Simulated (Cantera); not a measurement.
Charge: 1 mol Si, 19 mol HCl, 16 mol N2, at 1025 K and 10.0 mbar.

Equilibrium computed with Cantera from the NASA thermochemical tables; the gas is ideal and each condensed phase is pure. Candidate condensed phases: NH4Cl, Si, Si3N4; 28 gas species. The tables' values for SiCl3 are old estimates; treat these amounts as uncertain. Equilibrium is a limit: real reactors are often held back by kinetics, nucleation or transport.

What is the equilibrium state?


```
Quantity                             Result
--------------------------------  ---------
x(N2)                                 0.471
x(HCl)                                0.441
x(H2)                                0.0588
x(SiCl4)                             0.0293
x(SiHCl3)                           3.36e-5
x(SiCl3)                            3.30e-5
gas amount                        34.00 mol
log10 activity of Si(s) (absent)      -6.88
```
